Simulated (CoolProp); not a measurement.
Saturation properties of n-decane (Tc = 617.7 K, pc = 21.01 bar, ω = 0.488).

The numbers come from the reference Helmholtz-energy equation of state, Lemmon 2006 in CoolProp. It is a short technical equation, of lower accuracy than the large ones.

| T (K) | p (bar) | enthalpy of vaporisation (kJ/kg) | liquid cp (kJ/(kg K)) | vapour Z | surface tension (mN/m) | liquid viscosity (µPa s) |
|---|---|---|---|---|---|---|
| 323.9 | 0.009189 | 346.9 | 2.291 | 0.9980 | 21.0 | 604 |
| 352.7 | 0.03993 | 331.2 | 2.408 | 0.9939 | 18.4 | 441 |
| 381.6 | 0.1327 | 315.3 | 2.529 | 0.9851 | 15.8 | 337 |
| 410.4 | 0.3575 | 299.0 | 2.651 | 0.9695 | 13.4 | 266 |
| 439.2 | 0.8215 | 281.5 | 2.776 | 0.9450 | 11.0 | 215 |
| 468 | 1.669 | 262.5 | 2.905 | 0.9098 | 8.79 | 175 |
| 496.9 | 3.085 | 240.9 | 3.041 | 0.8614 | 6.67 | 143 |
| 525.7 | 5.272 | 215.8 | 3.195 | 0.7972 | 4.69 | 117 |
| 554.5 | 8.487 | 184.9 | 3.394 | 0.7117 | 2.89 | 93.7 |

It boils at 447.3 K under 1 atm.

Viscosity comes from a separate model (Huber 2004). Surface tension comes from a separate correlation (Mulero 2012).
